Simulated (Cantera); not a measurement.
What does this Cantera script print?

```python
import numpy as np
import cantera as ct

gas_names = """
    B BN BO BO2 B2 B2O B2O2 B2O3 N NO NO2 NO3 N2 N2O O O2 O3
""".split()
cond_names = """
    B(b) B(L) BN(s) B2O3(L)
""".split()


# ... load() reads the species with a 1 bar reference pressure and builds the phases ...
atoms = {
    'B2O3': {'B': 2, 'O': 3},
    'N2': {'N': 2},
}
top_T = {'BN(s)': 3200}  # K; cautious upper limits of use, not melting points


# ... equilibrate(T, P, feed) seeds the gas with the atoms and calls Mixture.equilibrate('TP', solver="vcs", rtol=1e-11, max_steps=5000) ...
results = []
feed = {'B2O3': 1, 'N2': 8.3}  # mol
P = 130  # Pa
for T in [1223, 1273, 1323, 1373, 1423, 1473, 1523, 1573, 1623]:
    mix = equilibrate(T, P, feed)
    results.append((T, P, feed, dict(zip(mix.species_names, mix.species_moles))))
    x = sorted(zip(gas.X, gas.species_names), reverse=True)
    print(f"T = {T:g} K  P = {P:g} Pa  gas = {mix.phase_moles(0):.4g} mol")
    print("   x: " + "  ".join(f"{s} {v:.3e}" for v, s in x if v > 0.001))
    print("   condensed (mol): " + ("  ".join(f"{mix.phase(i).name} {mix.phase_moles(i):.4g}"
          for i in range(1, mix.n_phases) if mix.phase_moles(i) > 1e-12) or "none"))
```

It prints:

```
T = 1223 K  P = 130 Pa  gas = 8.3 mol
   x: N2 1.000e+00
   condensed (mol): B2O3(L) 0.9999
T = 1273 K  P = 130 Pa  gas = 8.301 mol
   x: N2 9.999e-01
   condensed (mol): B2O3(L) 0.9994
T = 1323 K  P = 130 Pa  gas = 8.302 mol
   x: N2 9.997e-01
   condensed (mol): B2O3(L) 0.9978
T = 1373 K  P = 130 Pa  gas = 8.308 mol
   x: N2 9.990e-01
   condensed (mol): B2O3(L) 0.992
T = 1423 K  P = 130 Pa  gas = 8.326 mol
   x: N2 9.968e-01  B2O3 3.156e-03
   condensed (mol): B2O3(L) 0.9737
T = 1473 K  P = 130 Pa  gas = 8.38 mol
   x: N2 9.905e-01  B2O3 9.503e-03
   condensed (mol): B2O3(L) 0.9203
T = 1523 K  P = 130 Pa  gas = 8.526 mol
   x: N2 9.735e-01  B2O3 2.651e-02
   condensed (mol): B2O3(L) 0.7738
T = 1573 K  P = 130 Pa  gas = 8.917 mol
   x: N2 9.308e-01  B2O3 6.906e-02
   condensed (mol): B2O3(L) 0.3838
T = 1623 K  P = 130 Pa  gas = 9.301 mol
   x: N2 8.924e-01  B2O3 1.074e-01
   condensed (mol): none
```

Method: chemical equilibrium by Gibbs-energy minimisation in Cantera with the NASA 1993 tables (ideal gas, pure condensed phases).
